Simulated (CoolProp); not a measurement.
Vapour-liquid equilibrium of fluoroethane (R161) (1) + R227EA (2) at 1.38 MPa; x and y are mole fractions of (1).

The numbers come from the multi-fluid Helmholtz-energy mixture model, Wu 2012 and Lemmon 2016; pair parameters Bell 2016 in CoolProp.

```csv
x,"bubble temperature, mixture model (°C)","bubble temperature, Raoult's law (°C)","y, mixture model","y, Raoult's law"
0.05,66.6,65.0,0.053,0.088
0.2,64.9,60.2,0.236,0.315
0.35,61.5,55.8,0.433,0.501
0.5,56.8,51.7,0.616,0.653
0.65,51.7,48.0,0.768,0.779
0.8,46.6,44.6,0.886,0.885
0.95,41.9,41.5,0.975,0.974
```

The largest gap from Raoult's law is +5.7 K in bubble temperature, at x = 0.35. No azeotrope shows between x = 0.05 and 0.95.

The pair parameters rest on a limited set of measurements; away from them the model extrapolates.
